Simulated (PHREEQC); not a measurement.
Solution (25 °C): 0.0015 mol K2CO3 and 0.017 mol Fe(NO3)3 per kg of water. Closed to the air; pH follows from the charge balance.

Computed with PHREEQC (ion-association model, phreeqc.dat).

Each row changes one thing in this solution. This is a speciation only: nothing precipitates in the calculation.

```csv
case,pH,ionic strength (mol/kgw),Fe+3 (mol/kgw),FeOH+2 (mol/kgw),Fe2(OH)2+4 (mol/kgw),Fe3(OH)4+5 (mol/kgw),SI of Fe(OH)3(a) (Fe(OH)3),SI of Goethite (FeOOH)
as made,2.22,0.0948,0.00715,0.00363,0.00253,0.000358,-1.12,+4.77
Fe(NO3)3 from 0.017 to 0.17 mol/kgw,1.64,0.990,0.137,0.0154,0.00818,0.000535,-2.02,+3.88
Fe(NO3)3 from 0.017 to 0.034 mol/kgw,1.95,0.196,0.0176,0.00445,0.00508,0.000575,-1.67,+4.22
K2CO3 replaced by KCl at the same molality,2.13,0.0964,0.00822,0.00339,0.00223,0.000242,-1.33,+4.56
K2CO3 left out,2.13,0.0952,0.00830,0.00341,0.00225,0.000242,-1.33,+4.56
```

The ionic strength passes 0.7 mol/kgw, the rough limit of the ion-association models, in Fe(NO3)3 from 0.017 to 0.17 mol/kgw. Some of these states are supersaturated (in Hematite (slow to form), Goethite (slow to form), for instance).
